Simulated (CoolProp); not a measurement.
The fluoroketone C6F12O (FK-5-1-12) at several states: Z from the reference equation and from simpler models built on Tc = 168.7 °C, pc = 1869 kPa, ω = 0.471; each cubic takes its own stable root.

Model: reference Helmholtz-energy equation of state, McLinden 2015, in CoolProp.

```tsv
T (°C)	p (kPa)	phase	reference
136.35	13.3	gas	0.9967
-32.95	2490	liquid	0.2223
30.95	1560	liquid	0.1225
132.95	5730	liquid	0.4160
119.15	1520	liquid	0.1160
118.55	477	gas	0.8415
```

Q: How far does each simpler model (Redlich-Kwong, Peng-Robinson) lie from the reference over these 6 states: mean and median of the absolute difference, and the worst?

A: 
- Redlich-Kwong: mean 11.7 %, median 14.0 %, worst +23.2 % at 119.15 °C and 1520 kPa
- Peng-Robinson: mean 1.5 %, median 1.1 %, worst -3.4 % at 30.95 °C and 1560 kPa
